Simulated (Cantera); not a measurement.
An isothermal, constant-pressure homogeneous reactor starts with 15.4 % CH4, 84.6 % N2, at 1475 K and 0.260 bar.

Computed with Cantera and GRI-Mech 3.0 (53 species, 325 reactions). GRI-Mech 3.0 stops at C3 and has no aromatics, soot or wall deposition, so with more carbon than oxygen in the feed, carbon stays in small species such as C2H2 where larger ones or solid carbon would form.

x: mole fraction; the columns are a selection and need not sum to one.

| t (s) | x CH4 | x C2H6 | x H | x CH2 | x H2 | x C2H4 | x C2H |
|---|---|---|---|---|---|---|---|
| 1.00e-6 | 0.154 | <1e-12 | 6.30e-9 | <1e-12 | 2.56e-9 | <1e-12 | <1e-12 |
| 5.76e-6 | 0.154 | <1e-12 | 1.20e-8 | <1e-12 | 3.90e-8 | <1e-12 | <1e-12 |
| 3.32e-5 | 0.154 | 9.16e-12 | 1.22e-8 | <1e-12 | 2.82e-7 | 1.84e-12 | <1e-12 |
| 0.000191 | 0.154 | 1.83e-9 | 1.22e-8 | 3.22e-12 | 1.68e-6 | 5.35e-10 | <1e-12 |
| 0.00110 | 0.154 | 3.22e-7 | 1.31e-8 | 9.31e-11 | 9.96e-6 | 1.06e-7 | <1e-12 |
| 0.00635 | 0.154 | 2.25e-5 | 2.41e-8 | ? | 7.77e-5 | 1.07e-5 | <1e-12 |
| 0.0366 | 0.152 | 0.000196 | 1.15e-7 | ? | 0.00107 | 0.000345 | 6.55e-12 |
| 0.211 | 0.141 | 0.000236 | 8.80e-7 | ? | 0.0146 | 0.00217 | 3.21e-10 |
| 1.21 | 0.104 | 7.63e-5 | 2.88e-6 | ? | 0.0644 | 0.000903 | 1.50e-9 |
| 7.00 | 0.0405 | 1.06e-5 | 6.72e-6 | ? | 0.147 | 0.000779 | 3.56e-9 |

Question: What belongs in the gaps?

Answer: 
- 0.00635, x CH2: 1.14e-9
- 0.0366, x CH2: 5.08e-9
- 0.211, x CH2: 6.37e-9
- 1.21, x CH2: 3.18e-9
- 7.00, x CH2: 1.35e-9
